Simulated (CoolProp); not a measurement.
Properties of C3F8 (R218) along the isobar 2690 kPa.

Model: reference Helmholtz-energy equation of state, Lemmon 2006, in CoolProp. It is a short technical equation, of lower accuracy than the large ones.

```json
[
 {"T (°C)": "4.85", "phase": "liquid", "Z": "0.1506", "cp (kJ/(kg K))": "1.068", "cv (kJ/(kg K))": "0.7571", "speed of sound (m/s)": "397.6", "viscosity (µPa s)": "244", "fugacity coefficient": "0.1772"},
 {"T (°C)": "25.05", "phase": "liquid", "Z": "0.1509", "cp (kJ/(kg K))": "1.136", "cv (kJ/(kg K))": "0.7921", "speed of sound (m/s)": "318.8", "viscosity (µPa s)": "181", "fugacity coefficient": "0.2928"},
 {"T (°C)": "45.35", "phase": "liquid", "Z": "0.1559", "cp (kJ/(kg K))": "1.250", "cv (kJ/(kg K))": "0.8301", "speed of sound (m/s)": "234.6", "viscosity (µPa s)": "131", "fugacity coefficient": "0.4394"},
 {"T (°C)": "65.55", "phase": "liquid", "Z": "0.1767", "cp (kJ/(kg K))": "1.692", "cv (kJ/(kg K))": "0.8822", "speed of sound (m/s)": "129.7", "viscosity (µPa s)": "81.7", "fugacity coefficient": "0.6035"},
 {"T (°C)": "85.85", "phase": "supercritical", "Z": "0.5819", "cp (kJ/(kg K))": "1.393", "cv (kJ/(kg K))": "0.9083", "speed of sound (m/s)": "81.07", "viscosity (µPa s)": "20.7", "fugacity coefficient": "0.7119"},
 {"T (°C)": "106.05", "phase": "supercritical", "Z": "0.7028", "cp (kJ/(kg K))": "1.127", "cv (kJ/(kg K))": "0.9022", "speed of sound (m/s)": "98.10", "viscosity (µPa s)": "19.5", "fugacity coefficient": "0.7677"},
 {"T (°C)": "126.35", "phase": "supercritical", "Z": "0.7732", "cp (kJ/(kg K))": "1.067", "cv (kJ/(kg K))": "0.9120", "speed of sound (m/s)": "109.5", "viscosity (µPa s)": "19.5", "fugacity coefficient": "0.8097"},
 {"T (°C)": "146.55", "phase": "supercritical", "Z": "0.8215", "cp (kJ/(kg K))": "1.049", "cv (kJ/(kg K))": "0.9267", "speed of sound (m/s)": "118.4", "viscosity (µPa s)": "19.9", "fugacity coefficient": "0.8428"},
 {"T (°C)": "166.85", "phase": "supercritical", "Z": "0.8574", "cp (kJ/(kg K))": "1.047", "cv (kJ/(kg K))": "0.9430", "speed of sound (m/s)": "125.8", "viscosity (µPa s)": "20.5", "fugacity coefficient": "0.8698"}
]
```

Viscosity comes from a separate model (Huber 2003), an estimate that may be off by 10 % or more.
